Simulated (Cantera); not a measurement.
A closed system holds: 1 mol SiCl4, 1.5 mol NH3, held at 875 °C and 0.130 bar.

Cantera equilibrium calculation (NASA polynomials, part measured and part estimated; ideal gas, pure solids and liquids). Candidate condensed phases: NH4Cl, Si, Si3N4; 28 gas species. The tables' values for SiCl3 are old estimates; treat these amounts as uncertain. The numbers say what is thermodynamically allowed, not how fast it happens.

Base state: HCl 0.431, H2 0.325, SiCl4 0.131, N2 0.109, SiHCl3 0.00198, SiCl3 0.000878, SiCl2 6.50e-5 (mole fractions); condensed: Si3N4(s).

**Question.** What changes in the equilibrium state with this change: pressure from 0.130 bar to 24.0 Pa?

**Answer.** 
| species | before | after |
|---|---|---|
| HCl | 0.431 | 0.555 |
| H2 | 0.325 | 0.252 |
| N2 | 0.109 | 0.0892 |
| SiCl4 | 0.131 | 0.0841 |
| SiCl2 | 6.50e-5 | 0.0106 |
| SiCl3 | 0.000878 | 0.00898 |
| SiHCl3 | 0.00198 | 0.000766 |
| Si3N4(s), mol | 0.148 | 0.185 |
